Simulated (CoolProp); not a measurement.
Computed with CoolProp (reference Helmholtz-energy equation of state, Lemmon 2006). It is a short technical equation, of lower accuracy than the large ones.

### Question
For nitrous oxide, give the phase and the cv (kJ/(kg K)), Joule-Thomson coefficient (K/MPa) at 327.7 K and 0.158 MPa; 327.7 K and 0.281 MPa.

### Answer
- 327.7 K and 0.158 MPa: gas; cv 0.719, Joule-Thomson coefficient 8.77
- 327.7 K and 0.281 MPa: gas; cv 0.721, Joule-Thomson coefficient 8.78
